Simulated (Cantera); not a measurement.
An adiabatic, constant-volume homogeneous reactor starts with CH4 : O2 : N2 = 1 : 1.82 : 6.84 (molar parts), equivalence ratio 1.1, at 1473 K and 7500 Torr. Integrator tolerance rtol = 1e-08.

Detailed kinetics in Cantera: GRI-Mech 3.0 (53 species, 325 reactions). Above 3000 K some thermodynamic fits are extrapolated.

Problem. What does this change do: pressure from 7500 Torr to 750 Torr?

Solution. 
| quantity | before | after |
|---|---|---|
| time of steepest temperature rise | 0.236 ms | 1.53 ms |
| temperature at 4.00 s | 3121 K | 2915 K |
| equilibrium temperature | 3121 K | 2915 K |
| x(CH4) at 4.00 s | <1e-12 (gas-phase equilibrium <1e-12) | <1e-12 (gas-phase equilibrium <1e-12) |
| x(O2) at 4.00 s | 0.00963 (gas-phase equilibrium 0.00963) | 0.0143 (gas-phase equilibrium 0.0143) |
| x(HO2) at 4.00 s | 1.43e-5 (gas-phase equilibrium 1.43e-5) | 7.05e-6 (gas-phase equilibrium 7.05e-6) |
| x(C2H6) at 4.00 s | <1e-12 (gas-phase equilibrium <1e-12) | <1e-12 (gas-phase equilibrium <1e-12) |
| x(CH2CO) at 4.00 s | <1e-12 (gas-phase equilibrium <1e-12) | <1e-12 (gas-phase equilibrium <1e-12) |
| x(CH2O) at 4.00 s | 1.08e-8 (gas-phase equilibrium 1.08e-8) | 1.37e-9 (gas-phase equilibrium 1.37e-9) |
| x(NO) at 4.00 s | 0.0109 (gas-phase equilibrium 0.0109) | 0.0103 (gas-phase equilibrium 0.0103) |

Problem. What does this change do: CH4 1 to 0.35 parts?

Solution. 
```
quantity                                                            before                                      after
---------------------------------  ---------------------------------------  -----------------------------------------
time of steepest temperature rise                                 0.236 ms                                   0.166 ms
temperature at 4.00 s                                               3121 K                                     2435 K
equilibrium temperature                                             3121 K                                     2435 K
x(CH4) at 4.00 s                     <1e-12 (gas-phase equilibrium <1e-12)      <1e-12 (gas-phase equilibrium <1e-12)
x(O2) at 4.00 s                    0.00963 (gas-phase equilibrium 0.00963)        0.116 (gas-phase equilibrium 0.116)
x(HO2) at 4.00 s                   1.43e-5 (gas-phase equilibrium 1.43e-5)    1.34e-5 (gas-phase equilibrium 1.34e-5)
x(C2H6) at 4.00 s                    <1e-12 (gas-phase equilibrium <1e-12)      <1e-12 (gas-phase equilibrium <1e-12)
x(CH2CO) at 4.00 s                   <1e-12 (gas-phase equilibrium <1e-12)      <1e-12 (gas-phase equilibrium <1e-12)
x(CH2O) at 4.00 s                  1.08e-8 (gas-phase equilibrium 1.08e-8)  1.12e-12 (gas-phase equilibrium 1.12e-12)
x(NO) at 4.00 s                      0.0109 (gas-phase equilibrium 0.0109)      0.0149 (gas-phase equilibrium 0.0149)
```
